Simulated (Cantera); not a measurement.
What does this Cantera script print?

```python
import numpy as np
import cantera as ct

gas_names = """
    C CH CH2 CH3 CH2OH CH3O CH4 CH3OH CO CO2 COOH C2 C2H CHCO,ketyl C2H2,acetylene C2H2,vinylidene
    CH2CO,ketene C2H3,vinyl CH3CO,acetyl C2H4 C2H4O,ethylen CH3CHO,ethanal CH3COOH (HCOOH)2 C2H5 C2H6
    CH3OCH3 C2H5OH C2O C3 C3H3,propargyl C3H4,allene C3H4,propyne C3H4,cyclo- C3H5,allyl C3H6,propylene
    C3H6,cyclo- C3H6O C3H7,n-propyl C3H7,i-propyl C3H8 C3H8O,1propanol C3H8O,2propanol C3O2 C4 C4H2
    C4H4,1,3-cyclo- C4H6,butadiene C4H6,2-butyne C4H6,cyclo- C4H8,1-butene C4H8,cis2-buten
    C4H8,tr2-butene C4H8,isobutene C4H8,cyclo- (CH3COOH)2 C4H9,n-butyl C4H9,i-butyl C4H9,s-butyl
    C4H9,t-butyl C4H10,isobutane C4H10,n-butane C5 C5H6,1,3cyclo- C5H8,cyclo- C5H10,1-pentene
    C5H10,cyclo- C5H11,pentyl C5H11,t-pentyl C5H12,n-pentane C5H12,i-pentane CH3C(CH3)2CH3 C6H2
    C6H5,phenyl C6H5O,phenoxy C6H6 C6H5OH,phenol C6H10,cyclo- C6H12,1-hexene C6H12,cyclo- C6H13,n-hexyl
    C7H7,benzyl C7H8 C7H8O,cresol C7H14,1-heptene C7H15,n-heptyl C7H16,n-heptane C8H8,styrene
    C8H10,ethylbenz C8H16,1-octene C8H17,n-octyl C8H18,isooctane C8H18,n-octane C9H19,n-nonyl
    C10H8,naphthale C10H21,n-decyl C12H9,o-bipheny C12H10,bipheny H HCO HO2 H2 HCHO,formaldehy HCOOH H2O
    H2O2 O OH O2 O3 Ta TaO TaO2
""".split()
cond_names = """
    C(gr) C6H6(L) C7H8(L) C8H18(L),n-octa H2O(s) H2O(L) Ta(cr) Ta(L) TaC(s) TaC(L) Ta2O5(s) Ta2O5(L)
""".split()


def load(file, names, dense=False):
    # The tables refer to 1 bar. Condensed volumes are neglected.
    table = {s.name: s for s in ct.Species.list_from_file(file)}
    out = []
    for n in names:
        d = dict(table[n].input_data)
        d["thermo"] = dict(d["thermo"], **{"reference-pressure": 1e5})
        if dense:
            d["equation-of-state"] = {"model": "constant-volume", "density": "1e6 g/cm^3"}
        out.append(ct.Species.from_dict(d))
    return out


gas = ct.Solution(thermo="ideal-gas", species=load("nasa_gas.yaml", gas_names))
cond = {s.name: ct.Solution(thermo="fixed-stoichiometry", species=[s], name=s.name)
        for s in load("nasa_condensed.yaml", cond_names, dense=True)}
atoms = {
    'Ta(OEt)5': {'Ta': 1, 'C': 10, 'H': 25, 'O': 5},
    'O2': {'O': 2},
}
top_T = {'C(gr)': 4500}  # K; cautious upper limits of use, not melting points


def equilibrate(T, P, feed):
    n = {}
    for name, mol in feed.items():
        for a, k in atoms[name].items():
            n[a] = n.get(a, 0.0) + k * mol
    gas.TPX = T, P, n
    mass = sum(n.values()) * gas.mean_molecular_weight
    gas.equilibrate("TP")
    valid = [c for c in cond.values() if c.min_temp <= T <= top_T.get(c.name, c.max_temp)]
    mix = ct.Mixture([(gas, mass / gas.mean_molecular_weight)] + [(c, 0.0) for c in valid])
    mix.T, mix.P = T, P
    mix.equilibrate("TP", solver="vcs", rtol=1e-11, max_steps=5000)
    return mix


results = []
feed = {'Ta(OEt)5': 1, 'O2': 0.091}  # mol
T = 2723.15  # K
P = 19  # Pa
mix = equilibrate(T, P, feed)
results.append((T, P, feed, dict(zip(mix.species_names, mix.species_moles))))
print(gas.report(threshold=0.001))
for i in range(1, mix.n_phases):
    print(f"{mix.phase(i).name:16s} {mix.phase_moles(i):12.5e} mol")
```

It prints:

```
       temperature   2723.2 K
          pressure   19 Pa
           density   5.8875e-06 kg/m^3
  mean mol. weight   7.0159 kg/kmol
   phase of matter   gas

                          1 kg             1 kmol
                     ---------------   ---------------
          enthalpy        3.5043e+07        2.4586e+08  J
   internal energy        3.1816e+07        2.2322e+08  J
           entropy             37878        2.6575e+05  J/K
    Gibbs function       -6.8104e+07       -4.7781e+08  J
 heat capacity c_p            3614.2             25357  J/K
 heat capacity c_v            2429.1             17042  J/K

                      mass frac. Y      mole frac. X     chem. pot. / RT
                     ---------------   ---------------   ---------------
                 C          0.020218           0.01181           -3.6774
                CO           0.67133           0.16815           -44.031
                C2          0.013512         0.0039462           -7.3547
               C2H         0.0049714         0.0013935            -23.68
                C3           0.17033          0.033164           -11.032
                 H           0.10816            0.7528           -16.325
                H2         0.0080568          0.028038            -32.65
     [ +106 minor]         0.0034229        0.00068978

C(gr)             0.00000e+00 mol
Ta(cr)            0.00000e+00 mol
TaC(s)            9.99991e-01 mol
Ta2O5(L)          0.00000e+00 mol
```

These are equilibrium values from Cantera (NASA tables, ideal gas, pure condensed phases), not measurements of a reactor. The feed counts by its element totals alone. TaC: taken at fixed stoichiometry. Condensed phases not in the tables: Ta2C.
